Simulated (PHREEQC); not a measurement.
Make-up at 84 °C: 0.0087 mol/kgw NiCl2, 0.22 mol/kgw H3BO3 and 0.0924 mol/kgw HCl. Closed to the air; pH follows from the charge balance.

All values are PHREEQC results (ion-association model, wateq4f.dat), not measurements.

This is a speciation only: nothing precipitates in the calculation.

Order these Ni species by the share of Ni that they hold, largest first: NiCl+, NiCl2, Ni+2.

Ni+2 (91 %), NiCl+ (7.5 %), NiCl2 (1.6 %)

The pH is 1.13 and the ionic strength 0.117 mol/kgw. Complexes and solids missing from the database can't appear. Away from 25 °C the constants follow the database's enthalpies or fits; those with neither stay at their 25 °C values.
